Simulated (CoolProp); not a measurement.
Aqueous ammonia as a coolant, 22 % by mass, freezing at -43.2 °C, 1 atm.

Values from CoolProp's Melinder's fits for secondary coolants.

| T (°C) | Prandtl number | viscosity (mPa s) | density (kg/m³) | conductivity (W/(m K)) |
|---|---|---|---|---|
| -3.2 | 24.6 | 2.50 | 927.3 | 0.431 |
| 0 | 21.9 | 2.26 | 926.0 | 0.437 |
| 3.2 | 19.6 | 2.05 | 924.5 | 0.442 |
| 6.4 | 17.6 | 1.86 | 923.1 | 0.448 |
| 9.6 | 15.8 | 1.70 | 921.6 | 0.453 |
| 12.8 | 14.3 | 1.55 | 920.0 | 0.459 |
| 15.9 | 13.0 | 1.43 | 918.5 | 0.464 |
| 19.1 | 11.8 | 1.31 | 916.8 | 0.470 |
| 22.3 | 10.7 | 1.20 | 915.1 | 0.475 |
| 25.5 | 9.69 | 1.11 | 913.4 | 0.480 |
| 28.7 | 8.79 | 1.01 | 911.6 | 0.486 |
